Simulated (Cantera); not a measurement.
Charge: 1 mol (CH3)2SiCl2, 0.051 mol HCl, 2.6 mol H2, equilibrated at 17.0 mbar.

Cantera equilibrium calculation (NASA polynomials, part measured and part estimated; ideal gas, pure solids and liquids). Candidate condensed phases: C, C6H6, C7H8, C8H18, Si, SiC; 109 gas species. The feed counts by its element totals alone. The tables' values for SiCl, SiCl3 are old estimates; treat these amounts as uncertain. Gases not in the tables: Si2H6 and higher silanes. The numbers say what is thermodynamically allowed, not how fast it happens.

x: gas mole fraction; n: condensed amount in mol.

```json
[
 {"T (K)": "1498", "x H2": "0.696", "x HCl": "0.301", "x H": "0.000110", "x SiCl2": "0.00301", "x Cl": "3.83e-5", "x Si": "[?]", "n C(graphite)": "1.02", "n SiC(s)": "0.976"},
 {"T (K)": "1573", "x H2": "0.696", "x HCl": "0.299", "x H": "0.000260", "x SiCl2": "0.00415", "x Cl": "8.87e-5", "x Si": "[?]", "n C(graphite)": "1.03", "n SiC(s)": "0.970"},
 {"T (K)": "1648", "x H2": "0.697", "x HCl": "0.296", "x H": "0.000570", "x SiCl2": "0.00551", "x Cl": "0.000190", "x Si": "[?]", "n C(graphite)": "1.04", "n SiC(s)": "0.961"},
 {"T (K)": "1723", "x H2": "0.698", "x HCl": "0.293", "x H": "0.00117", "x SiCl2": "0.00708", "x Cl": "0.000380", "x Si": "[?]", "n C(graphite)": "1.05", "n SiC(s)": "0.951"},
 {"T (K)": "1798", "x H2": "0.699", "x HCl": "0.289", "x H": "0.00226", "x SiCl2": "0.00884", "x Cl": "0.000714", "x Si": "[?]", "n C(graphite)": "1.06", "n SiC(s)": "0.940"},
 {"T (K)": "1873", "x H2": "0.699", "x HCl": "0.284", "x H": "0.00414", "x SiCl2": "0.0107", "x Cl": "0.00127", "x Si": "[?]", "n C(graphite)": "1.07", "n SiC(s)": "0.927"},
 {"T (K)": "1948", "x H2": "0.698", "x HCl": "0.279", "x H": "0.00724", "x SiCl2": "0.0128", "x Cl": "0.00217", "x Si": "[?]", "n C(graphite)": "1.08", "n SiC(s)": "0.913"},
 {"T (K)": "2023", "x H2": "0.696", "x HCl": "0.272", "x H": "0.0122", "x SiCl2": "0.0148", "x Cl": "0.00353", "x Si": "[?]", "n C(graphite)": "1.09", "n SiC(s)": "0.897"},
 {"T (K)": "2098", "x H2": "0.691", "x HCl": "0.264", "x H": "0.0196", "x SiCl2": "0.0168", "x Cl": "0.00552", "x Si": "[?]", "n C(graphite)": "1.11", "n SiC(s)": "0.878"},
 {"T (K)": "2173", "x H2": "0.683", "x HCl": "0.255", "x H": "0.0306", "x SiCl2": "0.0186", "x Cl": "0.00833", "x Si": "[?]", "n C(graphite)": "1.12", "n SiC(s)": "0.852"},
 {"T (K)": "2248", "x H2": "0.669", "x HCl": "0.243", "x H": "0.0461", "x SiCl2": "0.0201", "x Cl": "0.0121", "x Si": "[?]", "n C(graphite)": "1.15", "n SiC(s)": "0.811"}
]
```

**Question.** Fill in the missing entries.

**Answer.** 
- 1498, x Si: 4.27e-9
- 1573, x Si: 3.09e-8
- 1648, x Si: 1.87e-7
- 1723, x Si: 9.64e-7
- 1798, x Si: 4.33e-6
- 1873, x Si: 1.72e-5
- 1948, x Si: 6.15e-5
- 2023, x Si: 0.000200
- 2098, x Si: 0.000595
- 2173, x Si: 0.00164
- 2248, x Si: 0.00423
